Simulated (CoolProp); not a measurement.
Vapour pressure (MPa) of dimethyl carbonate: the reference equation beside estimates from Tc = 557.0 K, pc = 4.909 MPa, ω = 0.346.

Values from CoolProp's reference Helmholtz-energy equation of state, Zhou 2011.

| T (K) | reference | van der Waals | Soave-Redlich-Kwong | Peng-Robinson |
|---|---|---|---|---|
| 384.7 | 0.1919 | 0.9185 | 0.1912 | 0.1913 |
| 393.7 | 0.2448 | [?] | 0.2452 | 0.2446 |
| 402.8 | 0.3092 | 1.159 | 0.3112 | 0.3096 |
| 411.9 | 0.3860 | 1.295 | 0.3903 | [?] |
| 421 | 0.4766 | 1.439 | 0.4839 | 0.4794 |
| 430 | 0.5814 | 1.593 | 0.5926 | [?] |
| 439.1 | 0.7043 | 1.758 | 0.7204 | 0.7118 |
| 448.2 | 0.8460 | 1.933 | 0.8682 | 0.8571 |

Question: Complete the blanks.

Answer: 
- 393.7, van der Waals: 1.034
- 411.9, Peng-Robinson: 0.3873
- 430, Peng-Robinson: 0.5861

Absolute difference from the reference over all 8 rows, mean and median: van der Waals 233.2 and 218.7 %, Soave-Redlich-Kwong 1.3 and 1.3 %, Peng-Robinson 0.6 and 0.5 %.
